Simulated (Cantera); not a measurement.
An adiabatic, constant-volume homogeneous reactor starts with H2 : O2 : N2 = 1 : 0.263 : 0.989 (molar parts), at 1450 K and 1.00 bar. Integrator tolerance rtol = 1e-08.

Computed with Cantera and the H2/O2 subset of GRI-Mech 3.0, which has no nitrogen chemistry.

| quantity | before | after |
|---|---|---|
| time of steepest temperature rise | 16.5 µs | 37.9 µs |
| temperature at 2.00 s | 2952 K | 2898 K |
| equilibrium temperature | 2952 K | 2898 K |
| x(H2) at 2.00 s | 0.219 (gas-phase equilibrium 0.219) | 0.222 (gas-phase equilibrium 0.222) |
| x(O2) at 2.00 s | 0.000909 (gas-phase equilibrium 0.000909) | 0.000567 (gas-phase equilibrium 0.000567) |
| x(HO2) at 2.00 s | 1.17e-6 (gas-phase equilibrium 1.17e-6) | 7.76e-7 (gas-phase equilibrium 7.76e-7) |
| x(OH) at 2.00 s | 0.0161 (gas-phase equilibrium 0.0161) | 0.0125 (gas-phase equilibrium 0.0125) |
| x(H2O) at 2.00 s | 0.235 (gas-phase equilibrium 0.235) | 0.242 (gas-phase equilibrium 0.242) |

Which change was made?
(A) initial temperature 1450 to 1748 K
(B) initial temperature 1450 to 1250 K
(C) initial temperature 1450 to 1400 K
(D) initial temperature 1450 to 1600 K

B, initial temperature 1450 to 1250 K
